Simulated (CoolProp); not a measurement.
The fluoroketone C6F12O (FK-5-1-12) at 293.15 K and 0.0121 MPa is compressed adiabatically to 0.0858 MPa with isentropic efficiency 0.75. Each further row changes one setting.

Values from CoolProp's reference Helmholtz-energy equation of state, McLinden 2015.

| case | work (kJ/kg) | final temperature (K) | final phase | final density (kg/m³) |
|---|---|---|---|---|
| as stated | 20.1 | 318.1 | gas | 10.9 |
| efficiency 1 | 15.1 | 317.5 | two-phase, vapour fraction 0.950 | 11.5 |
| efficiency 0.65 | 23.2 | 321.6 | gas | 10.7 |
